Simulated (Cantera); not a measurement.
## Equilibrium for aluminium nitride and oxide growth: Al + N2O + H2

A closed system holds: 1 mol Al, 7.4 mol N2O, 1 mol H2, held at 1.33 mbar.

These are equilibrium values from Cantera (NASA tables, ideal gas, pure condensed phases), not measurements of a reactor. Candidate condensed phases: Al, AlN, Al2O3, H2O; 35 gas species. The numbers say what is thermodynamically allowed, not how fast it happens.

```json
[
 {"T (°C)": "527", "x N2": "0.682", "x O2": "0.226", "x H2O": "0.0922", "x OH": "4.46e-9", "x O": "1.04e-12", "x NO": "1.93e-6", "x H": "<1e-12", "n Al2O3(s)": "0.500"},
 {"T (°C)": "677", "x N2": "0.682", "x O2": "0.226", "x H2O": "0.0922", "x OH": "2.10e-7", "x O": "4.14e-10", "x NO": "1.69e-5", "x H": "<1e-12", "n Al2O3(s)": "0.500"},
 {"T (°C)": "827", "x N2": "0.682", "x O2": "0.226", "x H2O": "0.0922", "x OH": "3.48e-6", "x O": "3.25e-8", "x NO": "8.20e-5", "x H": "5.92e-11", "n Al2O3(s)": "0.500"},
 {"T (°C)": "977", "x N2": "0.682", "x O2": "0.226", "x H2O": "0.0922", "x OH": "2.94e-5", "x O": "9.00e-7", "x NO": "0.000272", "x H": "5.67e-9", "n Al2O3(s)": "0.500"},
 {"T (°C)": "1127", "x N2": "0.682", "x O2": "0.225", "x H2O": "0.0921", "x OH": "0.000157", "x O": "1.23e-5", "x NO": "0.000698", "x H": "2.06e-7", "n Al2O3(s)": "0.500"},
 {"T (°C)": "1277", "x N2": "0.681", "x O2": "0.225", "x H2O": "0.0918", "x OH": "0.000608", "x O": "0.000102", "x NO": "0.00149", "x H": "3.78e-6", "n Al2O3(s)": "0.500"},
 {"T (°C)": "1427", "x N2": "0.680", "x O2": "0.224", "x H2O": "0.0910", "x OH": "0.00184", "x O": "0.000579", "x NO": "0.00278", "x H": "4.15e-5", "n Al2O3(s)": "0.500"},
 {"T (°C)": "1577", "x N2": "0.678", "x O2": "0.221", "x H2O": "0.0890", "x OH": "0.00463", "x O": "0.00248", "x NO": "0.00466", "x H": "0.000309", "n Al2O3(s)": "0.500"},
 {"T (°C)": "1727", "x N2": "0.673", "x O2": "0.215", "x H2O": "0.0841", "x OH": "0.00988", "x O": "0.00849", "x NO": "0.00715", "x H": "0.00169", "n Al2O3(s)": "0.500"}
]
```
x: gas mole fraction; n: condensed amount in mol.

From 527 °C to 1727 °C the condensed part is Al2O3(s).
